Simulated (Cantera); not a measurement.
Cantera run:

```python
import numpy as np
import cantera as ct

gas_names = [...]  # 47 gases of nasa_gas.yaml made of Cl, H, N, O, Si
cond_names = """
    H2O(s) H2O(L) NH4CL(a) NH4CL(b) Si(cr) Si(L) SiO2(Lqz) SiO2(hqz) SiO2(L) Si2N2O(s) Si3N4(a)
""".split()


# ... load() reads the species with a 1 bar reference pressure and builds the phases ...
atoms = {
    'SiH2Cl2': {'Si': 1, 'H': 2, 'CL': 2},
    'NO': {'N': 1, 'O': 1},
    'N2': {'N': 2},
}
top_T = {'Si2N2O(s)': 2100, 'Si3N4(a)': 2400}  # K; cautious upper limits of use, not melting points


# ... equilibrate(T, P, feed) seeds the gas with the atoms and calls Mixture.equilibrate('TP', solver="vcs", rtol=1e-11, max_steps=5000) ...
results = []
feed = {'SiH2Cl2': 1, 'NO': 0.41, 'N2': 2.3}  # mol
P = 35  # Pa
for T in [600, 750, 900, 1050, 1200, 1350, 1500, 1650, 1800, 1950, 2100]:
    mix = equilibrate(T, P, feed)
    results.append((T, P, feed, dict(zip(mix.species_names, mix.species_moles))))

top = {s: max(r[3][s] / sum(r[3][g] for g in gas_names) for r in results) for s in gas_names}
cols = sorted((s for s in top if top[s] > 0.0001), key=lambda s: -top[s])[:7]
seen = [c for c in cond_names if any(r[3].get(c, 0) > 1e-12 for r in results)]
print("log10 of partial pressures in bar; condensed amounts in mol")
print(f"{'T/K':>10s}" + "".join(f"{s[:9]:>10s}" for s in cols + seen))
for T, P, feed, n in results:
    ng = sum(n[g] for g in gas_names)
    print(f"{T:10.4g}" + "".join(f"{np.log10(max(n[s] / ng * P / 1e5, 1e-99)):10.3f}" for s in cols)
          + "".join(f"{n.get(c, 0):10.4g}" for c in seen))
```

Output:

```
log10 of partial pressures in bar; condensed amounts in mol
       T/K        N2       HCL        H2     SiCL2       SiO        CL         H Si2N2O(s)  Si3N4(a)
       600    -3.727    -3.941    -4.492   -18.373   -35.768   -17.934   -18.581      0.41         0
       750    -3.727    -3.941    -4.492   -13.080   -26.091   -14.164   -14.746      0.41         0
       900    -3.727    -3.941    -4.493    -9.581   -19.648   -11.638   -12.179      0.41         0
      1050    -3.729    -3.932    -4.512    -7.166   -14.950    -9.806   -10.347      0.41  0.002196
      1200    -3.732    -3.917    -4.555    -5.531   -11.230    -8.406    -8.982      0.41         0
      1350    -3.742    -3.873    -4.712    -4.975    -7.447    -7.219    -7.979    0.4096         0
      1500    -3.747    -3.979    -4.565    -4.604    -4.922    -6.545    -7.037      0.26         0
      1650    -3.749    -4.241    -4.376    -4.383    -4.535    -6.200    -6.230         0         0
      1800    -3.752    -4.246    -4.387    -4.392    -4.538    -5.615    -5.639         0         0
      1950    -3.764    -4.243    -4.435    -4.451    -4.550    -5.092    -5.158         0         0
      2100    -3.793    -4.251    -4.554    -4.644    -4.579    -4.614    -4.783         0         0
```

These are equilibrium values from Cantera (NASA tables, ideal gas, pure condensed phases), not measurements of a reactor. Mutual solubility and eutectic melting of coexisting phases are not modelled. The tables' values for SiCl, SiCl3, SiN are old estimates; treat these amounts as uncertain.
